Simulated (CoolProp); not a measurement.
Properties of the fluoroketone C6F12O (FK-5-1-12) along the isotherm 450.8 K.

Computed with CoolProp (reference Helmholtz-energy equation of state, McLinden 2015).

```tsv
p (MPa)	phase	speed of sound (m/s)	isothermal compressibility (1/MPa)
0.292	gas	104.9	3.618
0.584	gas	99.05	1.935
0.876	gas	92.43	1.405
1.17	gas	84.72	1.183
1.46	gas	75.68	1.123
1.75	gas	64.53	1.244
2.04	supercritical	49.76	2.118
2.34	supercritical	59.56	0.8036
2.63	supercritical	84.82	0.2585
2.92	supercritical	102.5	0.1521
3.21	supercritical	116.5	0.1079
3.5	supercritical	128.4	0.08382
3.8	supercritical	139.2	0.06817
4.09	supercritical	148.6	0.05780
4.38	supercritical	157.2	0.05020
4.67	supercritical	165.2	0.04439
```
